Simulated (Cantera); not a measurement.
**Gas activation for diamond growth**

A perfectly stirred reactor is fed with CH4 : H2 : O2 = 0.04 : 1 : 0.0016 (molar parts), at 0.0133 bar; it is held at 2298 K, and followed from long to short residence time.

Model: GRI-Mech 3.0 (53 species, 325 reactions), integrated in Cantera. GRI-Mech 3.0 stops at C3 and has no aromatics, soot or wall deposition, so with more carbon than oxygen in the feed, carbon stays in small species such as C2H2 where larger ones or solid carbon would form. Radical loss at walls, strong at low pressure, is not modelled.

```
τ (s)      x CH4   x H2      x O2   x CH2CO    x CO2      x CO    x CH2O
------  --------  -----  --------  --------  -------  --------  --------
12       2.43e-5  0.906   6.38e-9  6.84e-10  1.97e-9   0.00284  2.24e-11
3.5      5.80e-5  0.914   2.48e-8   2.73e-9  8.38e-9   0.00284  7.76e-11
1.1     0.000177  0.929   1.03e-7   1.30e-8  4.10e-8   0.00280  5.71e-10
0.33    0.000622  0.944   4.96e-7   6.49e-8  1.92e-7   0.00250   5.26e-9
0.099    0.00190  0.952   2.27e-6   1.97e-7  4.12e-7   0.00163   2.92e-8
0.030    0.00502  0.956   9.79e-6   3.24e-7  4.68e-7  0.000748   8.62e-8
0.0091    0.0116  0.956   4.07e-5   4.16e-7  1.16e-6  0.000333   1.88e-7
0.0028    0.0218  0.954  0.000164   5.33e-7  3.57e-6  0.000167   4.37e-7
```
x: mole fraction; the columns are a selection and need not sum to one.
